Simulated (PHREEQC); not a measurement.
A solution holds 0.355 mol/kgw LiCl, 0.1 mol/kgw MgSO4 and 0.0275 mol/kgw MgCl2, at 25 °C. Closed to the air; pH follows from the charge balance.

Equilibrium calculation in PHREEQC: Pitzer model, pitzer.dat.

The ionic strength comes out as 0.838 mol/kgw. What activity coefficients do SO4-2, Mg+2, Li+, Cl- get?

SO4-2 0.081, Mg+2 0.22, Li+ 0.80, Cl- 0.62. Single-ion values are on the MacInnes scale.

No solid was allowed to form.
